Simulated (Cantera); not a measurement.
A perfectly stirred reactor is fed with CO : O2 : H2O : N2 = 0.0012 : 0.029 : 0.00096 : 1 (molar parts), equivalence ratio 0.021, at 5.00 bar; it is held at 1450 K, and followed from long to short residence time.

Cantera simulation using GRI-Mech 3.0 (53 species, 325 reactions); the numbers are that mechanism's predictions, not measurements.

One state of this run: x CO = 0.000175; x O2 = 0.0276; x H2O = 0.000924; x NO = 5.82e-7; x NO2 = 2.24e-8; x H = 1.47e-7; x H2 = 2.48e-7. x: mole fraction; the columns are a selection and need not sum to one.

Task: Which value of τ (s) does it belong to?
(A) 0.00093
(B) 0.027
(C) 0.014
(D) 0.11

Result: B, 0.027
